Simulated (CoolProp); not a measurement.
A simple Rankine cycle with cyclopentane: condensing at 322.15 K, boiler at 2.21 MPa, turbine inlet 476.2 K, turbine efficiency 0.85, pump efficiency 0.6, no recuperator. Each further row changes one setting.

Values from CoolProp's reference Helmholtz-energy equation of state, Gedanitz 2015.

```tsv
case	thermal efficiency (%)	net work (kJ/kg)	heat in (kJ/kg)	turbine exit temperature (K)	volume ratio over the turbine
as stated	18.9	113	597	385.8	23.9
turbine inlet 496.2 K	18.8	122	646	409.4	23.0
condensing temperature 314.15 K	20.1	123	613	379.3	30.9
boiler pressure 1.55 MPa	17.3	107	618	401.6	15.4
turbine efficiency 0.75	16.6	99.2	597	394.2	24.4
```
